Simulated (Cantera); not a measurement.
## Equilibrium for silicon nitride deposition: Si2Cl6 + N2

Feed: 1 mol Si2Cl6, 4.9 mol N2, held at 1173 K and 0.133 bar.

Equilibrium computed with Cantera from the NASA thermochemical tables; the gas is ideal and each condensed phase is pure. Candidate condensed phases: Si, Si3N4; 13 gas species. The feed counts by its element totals alone. N2 is the only nitrogen source here; it is nearly inert below about 1500 K, so the nitride shown seldom forms there in practice. The tables' values for SiCl3 are old estimates; treat these amounts as uncertain. Equilibrium is a limit: real reactors are often held back by kinetics, nucleation or transport.

x(N2): 0.753
x(SiCl4): 0.246
x(SiCl3): 0.00146
x(SiCl2): 8.54e-5
n(Si3N4(s)): 0.166 mol
gas amount: 6.071 mol
log10 activity of Si(s) (absent): -4.61
